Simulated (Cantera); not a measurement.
An isothermal, constant-pressure homogeneous reactor starts with C2H6 : N2 = 1 : 8.4 (molar parts), at 1550 K and 0.132 atm.

Detailed kinetics in Cantera: GRI-Mech 3.0 (53 species, 325 reactions). GRI-Mech 3.0 stops at C3 and has no aromatics, soot or wall deposition, so with more carbon than oxygen in the feed, carbon stays in small species such as C2H2 where larger ones or solid carbon would form.

Question: Predict: x(C2H6) at 1.00 s; x(C2H4) at 1.00 s; x(C2H2) at 1.00 s; x(HCN) at 1.00 s; x(C2H) at 1.00 s; x(CH4) at 1.00 s; x(H2) at 1.00 s.

Answer: 
```json
{
  "x(C2H6) at 1.00 s": "5.01e-6 (gas-phase equilibrium 2.38e-8)",
  "x(C2H4) at 1.00 s": "0.000334 (gas-phase equilibrium 0.000172)",
  "x(C2H2) at 1.00 s": "0.0783 (gas-phase equilibrium 0.0427)",
  "x(HCN) at 1.00 s": "4.24e-7 (gas-phase equilibrium 0.0888)",
  "x(C2H) at 1.00 s": "3.40e-8 (gas-phase equilibrium 2.26e-8)",
  "x(CH4) at 1.00 s": "0.0219 (gas-phase equilibrium 0.00100)",
  "x(H2) at 1.00 s": "0.146 (gas-phase equilibrium 0.174)"
}
```
